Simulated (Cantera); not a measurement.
Charge: 1 mol SiHCl₃, 420 mol H₂, 0.06 mol C₂H₄, at 1098 K and 950 Pa.

Equilibrium computed with Cantera from the NASA thermochemical tables; the gas is ideal and each condensed phase is pure. Candidate condensed phases: C, C₆H₆, C₇H₈, C₈H₁₈, Si, SiC; 109 gas species. Mutual solubility and eutectic melting of coexisting phases are not modelled. Rates play no part.

Base state: H₂ 0.993, HCl 0.00684, SiCl₂ 9.57e-5, SiHCl₃ 1.02e-5 (mole fractions); condensed: Si(s) + SiC(s).

### Question
What changes in the equilibrium state with this change: H₂ from 420 to 30 mol?

### Answer
```json
[
 {"species": "H₂", "before": "0.993", "after": "0.942"},
 {"species": "HCl", "before": "0.00684", "after": "0.0425"},
 {"species": "SiCl₄", "before": "4.81e-6", "after": "0.00796"},
 {"species": "SiCl₃", "before": "5.72e-6", "after": "0.00148"},
 {"species": "SiHCl₃", "before": "1.02e-5", "after": "0.00257"},
 {"species": "SiCl₂", "before": "9.57e-5", "after": "0.00389"},
 {"species": "Si(s), mol", "before": "0.830", "after": "0.372"},
 {"species": "SiC(s), mol", "before": "0.120", "after": "0.120"}
]
```
The tables' values for SiCl₃ are old estimates; treat these amounts as uncertain.

### Question
What changes in the equilibrium state with this change: SiHCl₃ replaced by SiH₂Cl₂?

### Answer
```json
[
 {"species": "H₂", "before": "0.993", "after": "0.995"},
 {"species": "HCl", "before": "0.00684", "after": "0.00463"},
 {"species": "SiCl₂", "before": "9.57e-5", "after": "4.37e-5"},
 {"species": "SiHCl₃", "before": "1.02e-5", "after": "3.14e-6"},
 {"species": "Si(s), mol", "before": "0.830", "after": "0.859"},
 {"species": "SiC(s), mol", "before": "0.120", "after": "0.120"}
]
```

### Question
What changes in the equilibrium state with this change: pressure from 950 Pa to 90000 Pa?

### Answer
```json
[
 {"species": "H₂", "before": "0.993", "after": "0.994"},
 {"species": "HCl", "before": "0.00684", "after": "0.00501"},
 {"species": "SiHCl₃", "before": "1.02e-5", "after": "0.000378"},
 {"species": "CH₄", "before": "2.92e-7", "after": "2.78e-5"},
 {"species": "SiH₃Cl", "before": "1.72e-7", "after": "1.19e-5"},
 {"species": "SiH₂Cl₂", "before": "2.57e-6", "after": "0.000130"},
 {"species": "SiCl₄", "before": "4.81e-6", "after": "0.000131"},
 {"species": "Si(s), mol", "before": "0.830", "after": "0.586"},
 {"species": "SiC(s), mol", "before": "0.120", "after": "0.108"}
]
```
The tables' values for SiCl₃ are old estimates; treat these amounts as uncertain.
